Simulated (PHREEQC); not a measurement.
Copper plating or etch bath: an equilibrium model

Dissolve 0.011 mol/kgw CuSO4, 0.0077 mol/kgw HCl and 0.0044 mol/kgw NaCl at 25 °C. Closed to the air; pH follows from the charge balance.

Model: ion-association model, phreeqc.dat, run in PHREEQC.

Each row changes one thing in this solution. Precipitation was switched off in this run.

| case | pH | ionic strength (mol/kgw) |
|---|---|---|
| as made | 2.30 | 0.0415 |
| temperature from 25 to 10 °C | 2.27 | 0.0424 |
| CuSO4 left out | 2.16 | 0.0121 |
| CuSO4 from 0.011 to 0.11 mol/kgw | 2.62 | 0.235 |
| HCl from 0.0077 to 0.0385 mol/kgw | 1.56 | 0.0692 |
| NaCl from 0.0044 to 0.022 mol/kgw | 2.30 | 0.0598 |
| NaCl replaced by NaBr at the same molality | 2.30 | 0.0415 |
| NaCl left out | 2.30 | 0.0368 |
| CuSO4 from 0.011 to 0.055 mol/kgw | 2.50 | 0.133 |

Away from 25 °C the constants follow the database's enthalpies or fits; those with neither stay at their 25 °C values.
